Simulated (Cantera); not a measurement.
What does this Cantera script print?

```python
import numpy as np
import cantera as ct

gas_names = [...]  # 113 gases of nasa_gas.yaml made of C, H, O, Ti
cond_names = """
    C(gr) C6H6(L) C7H8(L) C8H18(L),n-octa H2O(s) H2O(L) Ti(a) Ti(b) Ti(L) TiC(s) TiC(L) TiO(a) TiO(b)
    TiO(L) TiO2(ru) TiO2(L) Ti2O3(a) Ti2O3(b) Ti2O3(L) Ti3O5(a) Ti3O5(b) Ti3O5(L) Ti4O7(s) Ti4O7(L)
""".split()


# ... load() reads the species with a 1 bar reference pressure and builds the phases ...
atoms = {
    'Ti': {'Ti': 1},
    'CO2': {'C': 1, 'O': 2},
    'H2': {'H': 2},
}
top_T = {'C(gr)': 4500}  # K; cautious upper limits of use, not melting points


# ... equilibrate(T, P, feed) seeds the gas with the atoms and calls Mixture.equilibrate('TP', solver="vcs", rtol=1e-11, max_steps=5000) ...
results = []
feed = {'Ti': 1, 'CO2': 0.054, 'H2': 120}  # mol
T = 1200  # K
P = 150  # Pa
mix = equilibrate(T, P, feed)
results.append((T, P, feed, dict(zip(mix.species_names, mix.species_moles))))
x = sorted(zip(gas.X, gas.species_names), reverse=True)
print(f"T = {T:g} K  P = {P:g} Pa  gas = {mix.phase_moles(0):.4g} mol")
print("   x: " + "  ".join(f"{s} {v:.3e}" for v, s in x if v > 1e-06))
print("   condensed (mol): " + ("  ".join(f"{mix.phase(i).name} {mix.phase_moles(i):.4g}"
      for i in range(1, mix.n_phases) if mix.phase_moles(i) > 1e-12) or "none"))
```

It prints:

```
T = 1200 K  P = 150 Pa  gas = 120 mol
   x: H2 1.000e+00  H 5.095e-06
   condensed (mol): Ti(b) 0.838  TiC(s) 0.054  TiO(a) 0.108
```

Equilibrium computed with Cantera from the NASA thermochemical tables; the gas is ideal and each condensed phase is pure. Mutual solubility and eutectic melting of coexisting phases are not modelled. TiC, TiO: taken at fixed stoichiometry. Condensed phases not in the tables: solid solutions among these carbides, nitrides and lower oxides, N, O or C dissolved in the metal.
